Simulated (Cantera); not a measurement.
Feed: 1 mol B2H6, a varied amount of O2, equilibrated at 1298 K and 30.0 Pa.

Cantera equilibrium calculation (NASA polynomials, part measured and part estimated; ideal gas, pure solids and liquids). Candidate condensed phases: B, B2O3, B3O3H3, H2O; 23 gas species. The feed counts by its element totals alone. Mutual solubility and eutectic melting of coexisting phases are not modelled. Gases not in the tables: H3BO3. Kinetics and transport are ignored.

x: gas mole fraction; n: condensed amount in mol.

| n(O2) (mol) | x H2 | x H2O | x O2 | x HBO2 | x HBO | n B(s) | n B2O3(l) |
|---|---|---|---|---|---|---|---|
| 0.51 | 0.979 | 1.84e-6 | <1e-12 | 0.000235 | 0.0160 | 1.30 | 0.314 |
| 0.95 | 0.979 | 1.84e-6 | <1e-12 | 0.000235 | 0.0160 | 0.709 | 0.607 |
| 1.4 | 0.979 | 1.84e-6 | <1e-12 | 0.000235 | 0.0160 | 0.109 | 0.907 |
| 1.8 | 0.772 | 0.158 | <1e-12 | 0.0691 | 4.30e-5 | 0 | 0.891 |
| 2.3 | (withheld) | (withheld) | (withheld) | (withheld) | (withheld) | 0 | 0.814 |
| 2.7 | 0.186 | 0.671 | 3.06e-10 | 0.142 | 5.03e-6 | 0 | 0.768 |
| 3.1 | (withheld) | (withheld) | (withheld) | 0.156 | (withheld) | 0 | 0.734 |
| 3.6 | 8.61e-6 | 0.700 | 0.154 | 0.145 | 2.28e-10 | 0 | 0.715 |
| 4 | 6.31e-6 | 0.629 | 0.233 | 0.138 | 1.76e-10 | 0 | 0.701 |

Problem. Some entries are withheld; supply them.

Solution. 
- 3.1, x H2: 2.28e-5
- 3.1, x H2O: 0.813
- 3.1, x O2: 0.0297
- 3.1, x HBO: 5.61e-10
- 2.3, x H2: 0.439
- 2.3, x H2O: 0.444
- 2.3, x O2: 2.39e-11
- 2.3, x HBO2: 0.116
- 2.3, x HBO: 1.46e-5
